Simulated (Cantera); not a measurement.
## Premixed flame

A freely propagating, adiabatic, planar premixed flame of 9.05 % CH4, 4.43 % H2, 16.9 % O2, 54.2 % N2, 15.4 % H2O, equivalence ratio 1.2, unburnt at 700 K and 1350 Torr; mixture-averaged transport, grid criteria slope 0.08 and curve 0.16, no radiation.

Cantera simulation using GRI-Mech 3.0 (53 species, 325 reactions); the numbers are that mechanism's predictions, not measurements. Burning velocities carry a grid error of a few per cent, more on coarse grids.

```json
[
 {"z (mm)": "-0.665", "T (K)": "700", "u (m/s)": "1.34", "x CH4": "0.0905", "x H2": "0.0445", "x O2": "0.169", "x C2H2": "<1e-8", "x N2O": "<1e-8", "x NO2": "<1e-8"},
 {"z (mm)": "-0.443", "T (K)": "703", "u (m/s)": "1.35", "x CH4": "0.0903", "x H2": "0.0449", "x O2": "0.169", "x C2H2": "1.01e-7", "x N2O": "<1e-8", "x NO2": "<1e-8"},
 {"z (mm)": "-0.332", "T (K)": "713", "u (m/s)": "1.37", "x CH4": "0.0896", "x H2": "0.0454", "x O2": "0.168", "x C2H2": "7.02e-7", "x N2O": "<1e-8", "x NO2": "1.14e-8"},
 {"z (mm)": "-0.222", "T (K)": "779", "u (m/s)": "1.50", "x CH4": "0.0856", "x H2": "0.0463", "x O2": "0.164", "x C2H2": "7.60e-6", "x N2O": "<1e-8", "x NO2": "8.01e-8"},
 {"z (mm)": "-0.111", "T (K)": "1143", "u (m/s)": "2.22", "x CH4": "0.0623", "x H2": "0.0482", "x O2": "0.134", "x C2H2": "9.26e-5", "x N2O": "<1e-8", "x NO2": "1.19e-7"},
 {"z (mm)": "-0.0554", "T (K)": "1515", "u (m/s)": "2.98", "x CH4": "0.0356", "x H2": "0.0492", "x O2": "0.0950", "x C2H2": "0.000276", "x N2O": "2.33e-8", "x NO2": "3.78e-8"},
 {"z (mm)": "0", "T (K)": "1865", "u (m/s)": "3.69", "x CH4": "0.00985", "x H2": "0.0476", "x O2": "0.0490", "x C2H2": "0.000537", "x N2O": "4.39e-8", "x NO2": "<1e-8"},
 {"z (mm)": "0.0554", "T (K)": "2032", "u (m/s)": "4.03", "x CH4": "0.00107", "x H2": "0.0426", "x O2": "0.0206", "x C2H2": "0.000213", "x N2O": "5.70e-8", "x NO2": "<1e-8"},
 {"z (mm)": "0.111", "T (K)": "2086", "u (m/s)": "4.12", "x CH4": "6.94e-5", "x H2": "0.0394", "x O2": "0.00999", "x C2H2": "2.41e-5", "x N2O": "6.29e-8", "x NO2": "<1e-8"},
 {"z (mm)": "0.222", "T (K)": "2133", "u (m/s)": "4.19", "x CH4": "3.29e-7", "x H2": "0.0385", "x O2": "0.00509", "x C2H2": "2.07e-7", "x N2O": "6.10e-8", "x NO2": "<1e-8"},
 {"z (mm)": "0.443", "T (K)": "2185", "u (m/s)": "4.28", "x CH4": "<1e-8", "x H2": "0.0380", "x O2": "0.00318", "x C2H2": "<1e-8", "x N2O": "5.34e-8", "x NO2": "<1e-8"},
 {"z (mm)": "0.886", "T (K)": "2233", "u (m/s)": "4.36", "x CH4": "<1e-8", "x H2": "0.0368", "x O2": "0.00179", "x C2H2": "<1e-8", "x N2O": "4.46e-8", "x NO2": "<1e-8"},
 {"z (mm)": "1.77", "T (K)": "2268", "u (m/s)": "4.42", "x CH4": "<1e-8", "x H2": "0.0357", "x O2": "0.000889", "x C2H2": "<1e-8", "x N2O": "3.56e-8", "x NO2": "<1e-8"}
]
```
x: mole fraction of selected species; z is measured from the peak of heat release.

The laminar burning velocity is 134 cm/s. The thermal thickness comes out as 0.222 mm, the peak x(C2H2) is 0.000537 and the grid points comes out as 147.
